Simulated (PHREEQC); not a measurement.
NaF is added in steps, without added water, to 1 kg of water holding 0.0011 mol/kgw AgF and 0.085 mol/kgw HF, at 25 °C. Oxygen is held at 0.21 atm. The system is closed to CO2. The run lets Ag2O precipitate or redissolve, and no other solid.

Base run: PHREEQC, ion-association model, wateq4f.dat. Each further column changes one thing. The table gives pH.

```json
[
 {"NaF added (mol)": "0", "base": "2.19", "0.0027 mol/kgw K3PO4 added": "…", "diluted 5-fold with water": "2.54", "diluted 10-fold with water": "2.70", "no solid may form": "2.19"},
 {"NaF added (mol)": "0.0129", "base": "2.49", "0.0027 mol/kgw K3PO4 added": "…", "diluted 5-fold with water": "3.09", "diluted 10-fold with water": "3.37", "no solid may form": "2.49"},
 {"NaF added (mol)": "0.0301", "base": "2.75", "0.0027 mol/kgw K3PO4 added": "2.85", "diluted 5-fold with water": "3.41", "diluted 10-fold with water": "3.71", "no solid may form": "2.75"},
 {"NaF added (mol)": "0.043", "base": "2.89", "0.0027 mol/kgw K3PO4 added": "…", "diluted 5-fold with water": "3.56", "diluted 10-fold with water": "3.86", "no solid may form": "2.89"},
 {"NaF added (mol)": "0.0559", "base": "2.99", "0.0027 mol/kgw K3PO4 added": "…", "diluted 5-fold with water": "3.68", "diluted 10-fold with water": "3.98", "no solid may form": "2.99"},
 {"NaF added (mol)": "0.0731", "base": "3.10", "0.0027 mol/kgw K3PO4 added": "3.17", "diluted 5-fold with water": "3.80", "diluted 10-fold with water": "4.10", "no solid may form": "3.10"},
 {"NaF added (mol)": "0.086", "base": "3.17", "0.0027 mol/kgw K3PO4 added": "…", "diluted 5-fold with water": "3.87", "diluted 10-fold with water": "4.18", "no solid may form": "3.17"}
]
```

Question: What belongs in the gaps?

Answer: 
- 0, 0.0027 mol/kgw K3PO4 added: 2.38
- 0.0129, 0.0027 mol/kgw K3PO4 added: 2.63
- 0.043, 0.0027 mol/kgw K3PO4 added: 2.97
- 0.0559, 0.0027 mol/kgw K3PO4 added: 3.06
- 0.086, 0.0027 mol/kgw K3PO4 added: 3.23

wateq4f.dat counts part of the HF as a dimer, H2F2, which phreeqc.dat doesn't know; its constant is uncertain. H3PO4, which wateq4f.dat lacks, is added to it with the constant of phreeqc.dat. The database has no phosphate complexes of Ag.  Solids allowed in the column '0.0027 mol/kgw K3PO4 added': Ag2O, Ag3PO4.
